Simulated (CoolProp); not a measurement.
Vapour-liquid equilibrium of isobutene (1) + n-butane (2) at 94.25 °C; x and y are mole fractions of (1).

Computed with CoolProp (multi-fluid Helmholtz-energy mixture model, Lemmon 2005 and Bücker 2006; pair parameters Bell 2016).

```tsv
x	bubble pressure (MPa)	y at the bubble point	dew pressure at overall composition x (MPa)	liquid density (mol/L)
0.05	1.379	0.058	?	8.228
0.2	1.426	0.224	?	8.279
0.35	1.470	0.380	1.462	8.334
0.5	1.512	0.530	?	8.393
0.65	1.551	0.675	?	8.456
0.8	1.589	0.817	1.584	8.523
0.95	1.626	0.955	1.624	8.593
```

Problem. Complete the blanks.

Solution. 
- 0.05, dew pressure at overall composition x (MPa): 1.376
- 0.2, dew pressure at overall composition x (MPa): 1.419
- 0.5, dew pressure at overall composition x (MPa): 1.503
- 0.65, dew pressure at overall composition x (MPa): 1.544

No azeotrope shows between x = 0.05 and 0.95.

The pair parameters rest on a limited set of measurements; away from them the model extrapolates.
